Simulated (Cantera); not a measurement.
A diamond (100) surface in a fixed gas of H2 with x(CH4) = 0.0022, x(CH3) = 0.00011, at 1248 K, 0.0276 atm; coverages are run to steady state.

Detailed kinetics in Cantera: the Harris–Goodwin 1993 mechanism for the reconstructed diamond (100) surface.

θ: site fractions in the mechanism's names (c6HH fully hydrogenated, c6H* and c6*H radical sites, c6** diradical, c6HM methylated).

| x(H) | growth (µm/h) | θ c6HH | θ c6H* | θ c6*H | θ c6** | θ c6HM |
|---|---|---|---|---|---|---|
| 0.0001 | ? | 0.637 | 0.0281 | 0.329 | 0.00455 | 0.000181 |
| 0.0002 | ? | 0.551 | 0.0345 | 0.404 | 0.00938 | 0.000239 |
| 0.00041 | ? | 0.488 | 0.0389 | 0.455 | 0.0163 | 0.000297 |
| 0.00083 | ? | 0.450 | 0.0413 | 0.483 | 0.0236 | 0.000346 |
| 0.0017 | ? | 0.428 | 0.0426 | 0.498 | 0.0298 | 0.000380 |
| 0.0034 | ? | 0.417 | 0.0432 | 0.505 | 0.0338 | 0.000392 |
| 0.0069 | ? | 0.411 | 0.0435 | 0.508 | 0.0362 | 0.000383 |
| 0.014 | ? | 0.408 | 0.0437 | 0.510 | 0.0375 | 0.000351 |
| 0.028 | ? | 0.407 | 0.0438 | 0.511 | 0.0382 | 0.000294 |

### Question
What belongs in the gaps?

### Answer

- 0.0001, growth (µm/h): 0.0248
- 0.0002, growth (µm/h): 0.0660
- 0.00041, growth (µm/h): 0.138
- 0.00083, growth (µm/h): 0.231
- 0.0017, growth (µm/h): 0.342
- 0.0034, growth (µm/h): 0.481
- 0.0069, growth (µm/h): 0.692
- 0.014, growth (µm/h): 1.03
- 0.028, growth (µm/h): 1.51
